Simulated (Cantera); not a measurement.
A perfectly stirred reactor is fed with CH₄ : O₂ : N₂ : H₂O = 1 : 1.33 : 5.01 : 0.3 (molar parts), equivalence ratio 1.5, at 1.38 atm; it is adiabatic with a 375 K inlet, and is followed from long to short residence time, starting on the burning branch (τ in s: 0.048, 0.02, 0.0083, 0.0034, 0.0014, 0.0006, 0.00025, 0.0001, 4.3e-05, 1.8e-05, 7.5e-06, 3.1e-06).

Cantera simulation using GRI-Mech 3.0 (53 species, 325 reactions); the numbers are that mechanism's predictions, not measurements.

### Question
What does this change do: 0.52 parts H2 added?

### Answer
| quantity | before | after |
|---|---|---|
| blow-out, bracketed by the residence times tried | burning at 1.40 ms, out at 0.600 ms | burning at 1.40 ms, out at 0.600 ms |
| x(CH₄) at τ = 48.0 ms | 0.00309 | 0.00666 |
| x(O₂) at τ = 48.0 ms | 0.000595 | 0.000801 |
| x(H₂O) at τ = 48.0 ms | 0.199 | 0.208 |
| x(C₂H₂) at τ = 48.0 ms | 0.00165 | 0.00428 |
| x(HCN) at τ = 48.0 ms | 4.17e-5 | 1.66e-5 |
| x(CH₄) at τ = 0.250 ms | 0.131 | 0.123 |
| x(O₂) at τ = 0.250 ms | 0.174 | 0.163 |
| x(H₂O) at τ = 0.250 ms | 0.0393 | 0.0368 |
| x(C₂H₂) at τ = 0.250 ms | <1e-12 | <1e-12 |
| x(HCN) at τ = 0.250 ms | <1e-12 | <1e-12 |

### Question
What does this change do: O2 1.33 to 1.7 parts?

### Answer
| quantity | before | after |
|---|---|---|
| blow-out, bracketed by the residence times tried | burning at 1.40 ms, out at 0.600 ms | burning at 0.100 ms, out at 43.0 µs |
| x(CH₄) at τ = 48.0 ms | 0.00309 | 7.71e-6 |
| x(O₂) at τ = 48.0 ms | 0.000595 | 0.000760 |
| x(H₂O) at τ = 48.0 ms | 0.199 | 0.245 |
| x(C₂H₂) at τ = 48.0 ms | 0.00165 | 1.11e-8 |
| x(HCN) at τ = 48.0 ms | 4.17e-5 | 1.35e-6 |
| x(CH₄) at τ = 0.250 ms | 0.131 | 0.000301 |
| x(O₂) at τ = 0.250 ms | 0.174 | 0.00868 |
| x(H₂O) at τ = 0.250 ms | 0.0393 | 0.228 |
| x(C₂H₂) at τ = 0.250 ms | <1e-12 | 2.15e-6 |
| x(HCN) at τ = 0.250 ms | <1e-12 | 9.39e-6 |
